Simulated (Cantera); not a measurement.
Input: 1 mol Cu₂O, 2 mol C, 4 mol N₂, held at 750 Torr.

Cantera equilibrium calculation (NASA polynomials, part measured and part estimated; ideal gas, pure solids and liquids). Candidate condensed phases: C, Cu, CuO, Cu₂O; 27 gas species. Rates play no part.

Over these rows the condensed part is C(graphite) + Cu(l). Partial pressures as log10 of bar:

| T (K) | 1000/T (1/K) | log p CO₂ | log p N₂ | log p CO |
|---|---|---|---|---|
| 1400 | 0.7143 | -4.16 | -0.10 | -0.70 |
| 1600 | 0.6250 | -4.93 | -0.10 | -0.70 |
| 1800 | 0.5556 | -5.53 | -0.10 | -0.70 |
| 2000 | 0.5000 | -5.99 | -0.10 | -0.70 |
| 2200 | 0.4545 | -6.39 | -0.11 | -0.71 |
| 2400 | 0.4167 | ? | -0.14 | -0.74 |

**Question.** Fit log p(CO₂) = a + b·(1000/T) to the five rows, give the apparent enthalpy, and predict the row at 2400 K.

**Answer.** Means: 1000/T = 0.5699, log p = -5.400. Sxy = 0.362299, Sxx = 0.0422950, so b = 8.57 and a = -5.400 − (8.57)×0.5699 = -10.28.
Apparent enthalpy: −19.145 × (8.57) = -164 kJ/mol. With the condensed phases at unit activity, 2 CO(g) = CO₂(g) + C(graphite) links this pressure to the main gases: over the six rows their terms move log p by -0.08 in all, so the slope is close to that reaction's ΔH°. The five rows lie within 0.01 of the line.
Prediction at 2400 K: -10.28 + (8.57)×0.4167 = -6.71. The computed value is -6.76, 0.05 from the line.
